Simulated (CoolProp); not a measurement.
Ethanol at 298.15 K and 0.44 MPa flows at 0.055 m/s in a round tube of 1 mm bore and 0.25 µm roughness, fully developed (64/Re and Nu = 3.66 if laminar; Colebrook and Gnielinski if turbulent). Each further row changes one setting.

Values from CoolProp's reference Helmholtz-energy equation of state, Schroeder 2014.

```
case               Reynolds number  Darcy friction factor  pressure drop (Pa/m)  heat-transfer coefficient (W/(m² K))  mass flow (kg/h)
-----------------  ---------------  ---------------------  --------------------  ------------------------------------  ----------------
as stated                     39.8                   1.61                  1910                                   599             0.122
velocity 0.11 m/s             79.7                  0.803                  3820                                   599             0.244
diameter 2 mm                 79.7                  0.803                   477                                   300             0.489
```

Viscosity comes from a separate model (Kiselev 2005). Thermal conductivity comes from a separate model (Assael 2013).
